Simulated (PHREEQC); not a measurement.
## Spent oxide etchant

Make-up at 25 °C: 0.054 mol/kgw HF, 0.0001 mol/kgw (NH4)2SiF6 and 0.012 mol/kgw H2SO4. Closed to the air; pH follows from the charge balance.

All values are PHREEQC results (ion-association model, wateq4f.dat), not measurements.

No solid was allowed to form.

**Question.** What pH does the model give?

**Answer.** pH 1.76.

**Question.** In which forms is S present?

**Answer.** HSO4- 52 %, SO4-2 48 % of the S.

wateq4f.dat counts part of the HF as a dimer, H2F2, which phreeqc.dat doesn't know; its constant is uncertain. SiF6-2 is the database's only silicon fluoride.
